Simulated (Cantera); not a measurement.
A freely propagating, adiabatic, planar premixed flame of 23.9 % H2, 15.5 % O2, 58.4 % N2, 2.08 % H2O, equivalence ratio 0.77, unburnt at 723 K and 1.01 bar; mixture-averaged transport, grid criteria slope 0.08 and curve 0.16, no radiation.

Computed with Cantera and the H2/O2 subset of GRI-Mech 3.0, which has no nitrogen chemistry. Burning velocities carry a grid error of a few per cent, more on coarse grids.

Predict: laminar burning velocity; thermal thickness; peak x(OH); peak x(H2O2); peak x(O).


| Property | Result |
|---|---|
| laminar burning velocity | 872 cm/s |
| thermal thickness | 0.481 mm |
| peak x(OH) | 0.0183 |
| peak x(H2O2) | 8.51e-6 |
| peak x(O) | 0.0152 |
